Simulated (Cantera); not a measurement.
## Reactions in the system C-Cu-F

Source: NASA polynomial tables (part measured, part estimated), evaluated in Cantera. Values are per mole of reaction as written; species without (g) are pure solids or liquids, kept so even where they would boil at 1 bar.

2 CuF₂(g) + C = CF₄(g) + 2 Cu

| T (K) | ΔH° (kJ) | ΔS° (J/K) | ΔG° (kJ) | log10 K | condensed phases |
|---|---|---|---|---|---|
| 1348 | -380.6 | -189.5 | -125.2 | 4.85 | C(graphite), Cu(s) |
| 1423 | -352.1 | -168.5 | -112.3 | 4.12 | C(graphite), Cu(l) |
| 1498 | -349.9 | -167.0 | -99.7 | 3.48 | C(graphite), Cu(l) |
| 1573 | -347.6 | -165.5 | -87.2 | 2.90 | C(graphite), Cu(l) |
| 1648 | -345.4 | -164.2 | -74.9 | 2.37 | C(graphite), Cu(l) |
| 1723 | -343.2 | -162.9 | -62.6 | 1.90 | C(graphite), Cu(l) |

CuF₂ + CF₂(g) = Cu + CF₄(g)

| T (K) | ΔH° (kJ) | ΔS° (J/K) | ΔG° (kJ) | log10 K | condensed phases |
|---|---|---|---|---|---|
| 1348 | -287.2 | -101.3 | -150.7 | 5.84 | CuF₂(l), Cu(s) |
| 1423 | -275.6 | -92.7 | -143.7 | 5.27 | CuF₂(l), Cu(l) |
| 1498 | -277.2 | -93.8 | -136.7 | 4.77 | CuF₂(l), Cu(l) |
| 1573 | -278.7 | -94.8 | -129.6 | 4.30 | CuF₂(l), Cu(l) |
| 1648 | -280.2 | -95.7 | -122.5 | 3.88 | CuF₂(l), Cu(l) |
| 1723 | -281.7 | -96.6 | -115.3 | 3.49 | CuF₂(l), Cu(l) |
